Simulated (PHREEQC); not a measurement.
A solution holds 84 mmol/kgw HF, 0.45 mmol/kgw (CH3)4NF and 4.2 mmol/kgw H2SiF6, at 25 °C. Closed to the air; pH follows from the charge balance.

Model: ion-association model, phreeqc.dat, run in PHREEQC.

This is a speciation only: nothing precipitates in the calculation.

Order these F species by the share of F that they hold, largest first: HF2-, F-, HF, SiF6-2.

HF (70 %), SiF6-2 (23 %), F- (4.3 %), HF2- (2.5 %)

The pH is 1.90 and the ionic strength 0.0187 mol/kgw. Species that the database lacks are ignored. (CH3)4N+ isn't in the database: it is added as a free cation with an ion size of 4 Å. SiF6-2 is the database's only silicon fluoride.
